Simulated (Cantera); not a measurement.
Charge: 1 mol Fe3O4, 7.9 mol H2, held at 1900 °C and 133 Pa.

These are equilibrium values from Cantera (NASA tables, ideal gas, pure condensed phases), not measurements of a reactor. Candidate condensed phases: Fe, FeO, Fe(OH)2, Fe(OH)3, Fe2O3, Fe3O4, H2O; 12 gas species. Rates play no part.

Base state: H2O 0.329, H2 0.320, Fe 0.255, H 0.0748, OH 0.0103, FeO 0.00766, O 0.00168, O2 0.000732 (mole fractions); condensed: gas only.

**Question.** What changes in the equilibrium state with this change: H2 from 7.9 to 720 mol?

**Answer.** 
```
species    before    after
-------  --------  -------
H2          0.320    0.868
H          0.0748    0.123
H2O         0.329  0.00508
Fe          0.255  0.00389
OH         0.0103  9.66e-5
Fe(OH)2   8.92e-5    <1e-9
O2       0.000732  2.38e-8
```
